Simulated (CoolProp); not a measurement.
Vapour-liquid equilibrium of carbon monoxide (1) + methane (2) at 0.388 MPa; x and y are mole fractions of (1).

Values from CoolProp's multi-fluid Helmholtz-energy mixture model, Lemmon 2006 and Setzmann 1991; pair parameters Kunz 2012.

```json
[
 {"x": "0.05", "bubble temperature, mixture model (°C)": "-147.7", "bubble temperature, Raoult's law (°C)": "-147.6", "y, mixture model": "0.300", "y, Raoult's law": "0.319"},
 {"x": "0.2", "bubble temperature, mixture model (°C)": "-159.8", "bubble temperature, Raoult's law (°C)": "-158.3", "y, mixture model": "0.736", "y, Raoult's law": "0.731"},
 {"x": "0.35", "bubble temperature, mixture model (°C)": "-166.7", "bubble temperature, Raoult's law (°C)": "-164.7", "y, mixture model": "0.875", "y, Raoult's law": "0.871"},
 {"x": "0.5", "bubble temperature, mixture model (°C)": "-170.7", "bubble temperature, Raoult's law (°C)": "-169.1", "y, mixture model": "0.930", "y, Raoult's law": "0.934"},
 {"x": "0.65", "bubble temperature, mixture model (°C)": "-173.3", "bubble temperature, Raoult's law (°C)": "-172.4", "y, mixture model": "0.957", "y, Raoult's law": "0.966"},
 {"x": "0.8", "bubble temperature, mixture model (°C)": "-175.2", "bubble temperature, Raoult's law (°C)": "-174.9", "y, mixture model": "0.976", "y, Raoult's law": "0.985"},
 {"x": "0.95", "bubble temperature, mixture model (°C)": "-176.9", "bubble temperature, Raoult's law (°C)": "-176.9", "y, mixture model": "0.994", "y, Raoult's law": "0.997"}
]
```

The largest gap from Raoult's law is -2.0 K in bubble temperature, at x = 0.35. No azeotrope shows between x = 0.05 and 0.95.

Pair parameters are fitted to limited data, so mixtures are less certain than the pure fluids.
